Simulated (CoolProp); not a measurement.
The numbers come from the reference Helmholtz-energy equation of state, Lemmon 2016 in CoolProp.

### Question
For R365MFC, give the phase and the cp (kJ/(kg K)), cv (kJ/(kg K)), speed of sound (m/s), Joule-Thomson coefficient (K/MPa) at 430.9 K and 0.101 MPa; 437.8 K and 0.101 MPa; 451.6 K and 0.101 MPa.

### Answer
- 430.9 K and 0.101 MPa: gas; cp 1.22, cv 1.16, speed of sound 157, Joule-Thomson coefficient 8.95
- 437.8 K and 0.101 MPa: gas; cp 1.23, cv 1.17, speed of sound 159, Joule-Thomson coefficient 8.51
- 451.6 K and 0.101 MPa: gas; cp 1.25, cv 1.19, speed of sound 161, Joule-Thomson coefficient 7.75
